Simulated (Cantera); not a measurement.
Mixture: CO : H2 : O2 : N2 : H2O = 1 : 0.21 : 1.19 : 4.46 : 1.7 (molar parts), equivalence ratio 0.51, at 1.00 bar, adiabatic and at constant pressure. Ignition delay is the time to a rise of 400 K.

Model: GRI-Mech 3.0 (53 species, 325 reactions), integrated in Cantera. Where the delays flatten at high temperature, the 400 K rule measures the pace of heat release, not the induction time.

**Question.** Predict: delay at 1073 K; delay at 1223 K; delay at 1373 K; delay at 1523 K; delay at 1673 K.

**Answer.** 
```
Property           Result
---------------  --------
delay at 1073 K   1.09 ms
delay at 1223 K  0.162 ms
delay at 1373 K   89.4 µs
delay at 1523 K   68.3 µs
delay at 1673 K   62.9 µs
```
